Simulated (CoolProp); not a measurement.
The fluid at 293.15 K and 0.655 MPa flows at 1.4 m/s in a round tube of 100 mm bore and 15 µm roughness, fully developed (64/Re and Nu = 3.66 if laminar; Colebrook and Gnielinski if turbulent). The same conditions are run with several fluids, on thermodynamics alone (safety and materials aside).

Values from CoolProp's reference Helmholtz-energy equation of state of each fluid (propane: Lemmon 2009; dry air: Lemmon 2000; R125: Lemmon 2005; CH2F2 (R32): Tillner-Roth 1997; CF4 (R14): Platzer 1990). The equations of Platzer and Polt are older, rougher fits. Blends and air are pseudo-pure fits.

Question: Rank propane, dry air, R125, CH2F2 (R32), CF4 (R14) by Reynolds number, highest first.

Answer: R125 (398000), propane (235000), CF4 (R14) (197000), CH2F2 (R32) (163000), dry air (59700)

```csv
fluid,Darcy friction factor,pressure drop (Pa/m),heat-transfer coefficient (W/(m² K)),mass flow (kg/h)
propane,0.0164,2.17,76.5,534
dry air,0.0207,1.58,32.4,309
R125,0.0153,5.47,91.5,1440
CH2F2 (R32),0.0173,2.60,47.5,608
CF4 (R14),0.0168,4.00,55.1,961
```

Transport values come from each fluid's own correlations; those of CH2F2 (R32), CF4 (R14) are estimates that may be off by 10 % or more.
